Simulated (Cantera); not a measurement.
A closed system holds: 1 mol Al(CH3)3, 1.2 mol O2, 3.2 mol N2, at 427 °C and 51.0 mbar.

Equilibrium computed with Cantera from the NASA thermochemical tables; the gas is ideal and each condensed phase is pure. Candidate condensed phases: Al, AlN, Al2O3, C, C6H6, C7H8, C8H18, H2O; 148 gas species. The feed counts by its element totals alone. Equilibrium is a limit: real reactors are often held back by kinetics, nucleation or transport.

Base state: N2 0.433, H2 0.395, H2O 0.0785, CH4 0.0676, CO2 0.0171, CO 0.00911, NH3 7.80e-5 (mole fractions); condensed: Al2O3(s) + C(graphite).

What changes in the equilibrium state with this change: O2 from 1.2 to 0.9 mol?


```json
[
 {"species": "N2", "before": "0.433", "after": "0.447"},
 {"species": "H2", "before": "0.395", "after": "0.433"},
 {"species": "CH4", "before": "0.0676", "after": "0.0812"},
 {"species": "H2O", "before": "0.0785", "after": "0.0333"},
 {"species": "CO2", "before": "0.0171", "after": "0.00255"},
 {"species": "CO", "before": "0.00911", "after": "0.00352"},
 {"species": "NH3", "before": "7.80e-5", "after": "9.09e-5"},
 {"species": "Al2O3(s), mol", "before": "0.500", "after": "0.500"},
 {"species": "C(graphite), mol", "before": "2.31", "after": "2.38"}
]
```

What changes in the equilibrium state with this change: Al(CH3)3 replaced by AlCl3?


```
species            before   after
----------------  -------  ------
N2                  0.433   0.621
Cl2                     0   0.291
O2                  <1e-9  0.0874
H2                  0.395       0
H2O                0.0785       0
CH4                0.0676       0
CO2                0.0171       0
CO                0.00911       0
NH3               7.80e-5       0
Al2O3(s), mol       0.500   0.500
C(graphite), mol     2.31       0
```
Condensed phases not in the tables: AlOCl. Further candidate phases: AlCl3.

What changes in the equilibrium state with this change: O2 from 1.2 to 3.4 mol?


```csv
species,before,after
N2,0.433,0.339
H2,0.395,0.255
CO2,0.0171,0.183
CO,0.00911,0.0298
CH4,0.0676,0.0281
H2O,0.0785,0.166
NH3,7.80e-5,3.57e-5
"Al2O3(s), mol",0.500,0.500
"C(graphite), mol",2.31,0.726
```
